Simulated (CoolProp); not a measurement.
Vapour-liquid equilibrium of R1234yf (1) + R227EA (2) at -26.25 °C; x and y are mole fractions of (1).

Computed with CoolProp (multi-fluid Helmholtz-energy mixture model, Lemmon 2022 and Lemmon 2016; pair parameters Bell 2016).

Question: Give the bubble pressure and the first vapour's composition at x = 0.45, 0.55, 0.95. Is there an azeotrope?

Answer: x = 0.45: 0.8831 bar, y = 0.588; x = 0.55: 0.9339 bar, y = 0.679; x = 0.95: 1.138 bar, y = 0.970. No azeotrope shows between x = 0.05 and 0.95.

Pair parameters are fitted to limited data, so mixtures are less certain than the pure fluids.
